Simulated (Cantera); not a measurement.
Cantera run:

```python
import numpy as np
import cantera as ct

gas_names = [...]  # 109 gases of nasa_gas.yaml made of C, Cl, H, Si
cond_names = """
    C(gr) C6H6(L) C7H8(L) C8H18(L),n-octa Si(cr) Si(L) SiC(b)
""".split()


# ... load() reads the species with a 1 bar reference pressure and builds the phases ...
atoms = {
    'CH3SiCl3': {'C': 1, 'H': 3, 'Si': 1, 'CL': 3},
    'HCl': {'H': 1, 'CL': 1},
    'H2': {'H': 2},
}
top_T = {'C(gr)': 4500, 'SiC(b)': 3050}  # K; cautious upper limits of use, not melting points


# ... equilibrate(T, P, feed) seeds the gas with the atoms and calls Mixture.equilibrate('TP', solver="vcs", rtol=1e-11, max_steps=5000) ...
results = []
feed = {'CH3SiCl3': 1, 'HCl': 0.31, 'H2': 2.8}  # mol
P = 28000  # Pa
for T in [1948, 2048, 2148, 2248, 2348, 2448, 2548]:
    mix = equilibrate(T, P, feed)
    results.append((T, P, feed, dict(zip(mix.species_names, mix.species_moles))))

top = {s: max(r[3][s] / sum(r[3][g] for g in gas_names) for r in results) for s in gas_names}
cols = sorted((s for s in top if top[s] > 1e-06), key=lambda s: -top[s])[:7]
seen = [c for c in cond_names if any(r[3].get(c, 0) > 1e-12 for r in results)]
print("log10 of partial pressures in bar; condensed amounts in mol")
print(f"{'T/K':>10s}" + "".join(f"{s[:9]:>10s}" for s in cols + seen))
for T, P, feed, n in results:
    ng = sum(n[g] for g in gas_names)
    print(f"{T:10.4g}" + "".join(f"{np.log10(max(n[s] / ng * P / 1e5, 1e-99)):10.3f}" for s in cols)
          + "".join(f"{n.get(c, 0):10.4g}" for c in seen))
```

Output:

```
log10 of partial pressures in bar; condensed amounts in mol
       T/K        H2       HCL     SiCL2         H        CL C2H2,acet        Si     C(gr)    SiC(b)
      1948    -0.846    -0.909    -1.913    -3.370    -3.558    -4.115    -5.981    0.2909    0.7055
      2048    -0.842    -0.925    -1.838    -3.071    -3.284    -3.821    -5.307    0.3329    0.6603
      2148    -0.838    -0.942    -1.776    -2.799    -3.038    -3.556    -4.698    0.3731    0.6143
      2248    -0.836    -0.960    -1.727    -2.552    -2.817    -3.316    -4.143      0.41    0.5679
      2348    -0.836    -0.982    -1.689    -2.326    -2.617    -3.098    -3.636    0.4434    0.5186
      2448    -0.839    -1.006    -1.661    -2.121    -2.436    -2.902    -3.171    0.4756    0.4585
      2548    -0.849    -1.036    -1.644    -1.934    -2.274    -2.729    -2.743    0.5145    0.3667
```

Equilibrium computed with Cantera from the NASA thermochemical tables; the gas is ideal and each condensed phase is pure. The feed counts by its element totals alone. The tables' values for SiCl, SiCl3 are old estimates; treat these amounts as uncertain. Gases not in the tables: Si2H6 and higher silanes.
